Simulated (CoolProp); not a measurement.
Vapour-liquid equilibrium of isohexane (1) + n-hexane (2) at 73.25 °C; x and y are mole fractions of (1).

Computed with CoolProp (multi-fluid Helmholtz-energy mixture model, Lemmon 2006 and Thol 2019; pair parameters Bell 2016).

| x | bubble pressure (bar) | y at the bubble point | dew pressure at overall composition x (bar) | liquid density (mol/L) |
|---|---|---|---|---|
| 0.05 | ? | 0.064 | 1.180 | 7.061 |
| 0.125 | ? | 0.156 | 1.203 | 7.054 |
| 0.2 | 1.240 | 0.245 | 1.226 | 7.048 |
| 0.275 | 1.267 | 0.329 | 1.250 | 7.041 |
| 0.35 | 1.294 | ? | 1.274 | 7.035 |
| 0.425 | 1.321 | 0.486 | 1.300 | 7.029 |
| 0.5 | 1.347 | 0.561 | 1.325 | 7.022 |
| 0.575 | 1.372 | 0.632 | 1.352 | 7.016 |
| 0.65 | 1.397 | 0.701 | 1.379 | 7.010 |
| 0.725 | ? | 0.768 | 1.406 | ? |
| 0.8 | 1.446 | 0.833 | 1.434 | 6.999 |
| 0.875 | 1.469 | 0.897 | 1.461 | 6.994 |
| 0.95 | 1.492 | 0.959 | 1.489 | 6.989 |

Q: What belongs in the gaps?

A: 
- 0.05, bubble pressure (bar): 1.184
- 0.125, bubble pressure (bar): 1.212
- 0.35, y at the bubble point: 0.409
- 0.725, bubble pressure (bar): 1.422
- 0.725, liquid density (mol/L): 7.005

No azeotrope shows between x = 0.05 and 0.95.

The pair parameters rest on a limited set of measurements; away from them the model extrapolates.
